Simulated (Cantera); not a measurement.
Input: 1 mol CH3Cl, 1.6 mol CH4, equilibrated at 1.00 bar.

Equilibrium computed with Cantera from the NASA thermochemical tables; the gas is ideal and each condensed phase is pure. Candidate condensed phases: C, C6H6, C7H8, C8H18; 91 gas species. Kinetics and transport are ignored. All values below are at 1925 K.

Base state: H2 0.806, HCl 0.192, H 0.000858, C2H2 (acetylene) 0.000369, CH4 0.000339, Cl 0.000154 (mole fractions); condensed: C(graphite).

Task: What changes in the equilibrium state with this change: CH3Cl replaced by c-C4F8?

Result: 
```csv
species,before,after
HF,0,0.940
CF4,0,0.0578
CF2,0,0.00141
H2,0.806,1.04e-6
HCl,0.192,0
C2H2 (acetylene),0.000369,<1e-9
CH4,0.000339,<1e-9
"C(graphite), mol",2.59,5.20
```
The feed counts by its element totals alone. Gases not in the tables: C2F6 and larger saturated fluorocarbons.
